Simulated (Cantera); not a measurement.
A perfectly stirred reactor is fed with NO : N₂ = 1 : 0.12 (molar parts), at 0.0620 bar; it is held at 1675 K, and followed from long to short residence time.

Cantera simulation using GRI-Mech 3.0 (53 species, 325 reactions); the numbers are that mechanism's predictions, not measurements.

Problem. What does this change do: pressure from 0.0620 bar to 0.320 bar?

Solution. 
| quantity | before | after |
|---|---|---|
| x(NO) at τ = 30.0 s | 0.733 | 0.504 |
| x(N₂O) at τ = 30.0 s | 0.000176 | 8.82e-5 |
| x(O) at τ = 30.0 s | 4.28e-5 | 2.74e-5 |
| x(O₂) at τ = 30.0 s | 0.0797 | 0.194 |
| x(NO₂) at τ = 30.0 s | 0.000365 | 0.000907 |
| x(NO) at τ = 0.130 s | 0.892 | 0.888 |
| x(N₂O) at τ = 0.130 s | 0.000174 | 0.000259 |
| x(O) at τ = 0.130 s | 1.36e-5 | 6.44e-6 |
| x(O₂) at τ = 0.130 s | 0.000324 | 0.00203 |
| x(NO₂) at τ = 0.130 s | 9.39e-5 | 0.000312 |

Problem. What does this change do: pressure from 0.0620 bar to 1.80 bar?

Solution. 
```json
[
 {"quantity": "x(NO) at τ = 30.0 s", "before": "0.733", "after": "0.269"},
 {"quantity": "x(N₂O) at τ = 30.0 s", "before": "0.000176", "after": "2.81e-5"},
 {"quantity": "x(O) at τ = 30.0 s", "before": "4.28e-5", "after": "1.44e-5"},
 {"quantity": "x(O₂) at τ = 30.0 s", "before": "0.0797", "after": "0.311"},
 {"quantity": "x(NO₂) at τ = 30.0 s", "before": "0.000365", "after": "0.00146"},
 {"quantity": "x(NO) at τ = 0.130 s", "before": "0.892", "after": "0.868"},
 {"quantity": "x(N₂O) at τ = 0.130 s", "before": "0.000174", "after": "0.000294"},
 {"quantity": "x(O) at τ = 0.130 s", "before": "1.36e-5", "after": "3.65e-6"},
 {"quantity": "x(O₂) at τ = 0.130 s", "before": "0.000324", "after": "0.0116"},
 {"quantity": "x(NO₂) at τ = 0.130 s", "before": "9.39e-5", "after": "0.00113"}
]
```
